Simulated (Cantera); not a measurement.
A perfectly stirred reactor is fed with CO : O₂ : H₂O : N₂ = 0.0047 : 0.032 : 0.0031 : 1 (molar parts), equivalence ratio 0.073, at 10.0 bar; it is held at 1100 K, and followed from long to short residence time.

Model: GRI-Mech 3.0 (53 species, 325 reactions), integrated in Cantera.

x: mole fraction; the columns are a selection and need not sum to one.

| τ (s) | x CO | x O₂ | x H₂O | x H₂O₂ | x CO₂ |
|---|---|---|---|---|---|
| 6.4 | 0.000486 | 0.0288 | 0.00299 | 1.86e-8 | 0.00404 |
| 1.6 | 0.00119 | 0.0292 | 0.00299 | 5.24e-8 | 0.00334 |
| 0.40 | ___ | 0.0297 | 0.00298 | ___ | ___ |
| 0.10 | ___ | 0.0303 | 0.00298 | 1.55e-7 | ___ |
| 0.025 | 0.00428 | 0.0307 | 0.00298 | 1.51e-7 | 0.000243 |
| 0.0064 | 0.00448 | 0.0308 | 0.00298 | 6.99e-8 | 4.12e-5 |
| 0.0016 | 0.00452 | 0.0308 | 0.00298 | 8.77e-11 | 3.58e-7 |

Q: Fill in the missing entries.

A: 
- 0.40, x CO: 0.00241
- 0.40, x H₂O₂: 1.09e-7
- 0.40, x CO₂: 0.00211
- 0.10, x CO: 0.00364
- 0.10, x CO₂: 0.000879
